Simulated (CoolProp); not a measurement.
Computed with CoolProp (reference Helmholtz-energy equation of state, Lemmon 2006). It is a short technical equation, of lower accuracy than the large ones.

**Question.** For toluene, give the phase and the Joule-Thomson coefficient (K/MPa), isothermal compressibility (1/MPa), expansivity (1/kK), viscosity (µPa s) at 400.5 K and 0.127 MPa; 276 K and 0.297 MPa.

**Answer.** 
- 400.5 K and 0.127 MPa: gas; Joule-Thomson coefficient 29.5, isothermal compressibility 8.25, expansivity 2.92, viscosity 9.17
- 276 K and 0.297 MPa: liquid; Joule-Thomson coefficient -0.493, isothermal compressibility 0.000787, expansivity 1.05, viscosity 740

Viscosity comes from a separate model (Avgeri 2015).
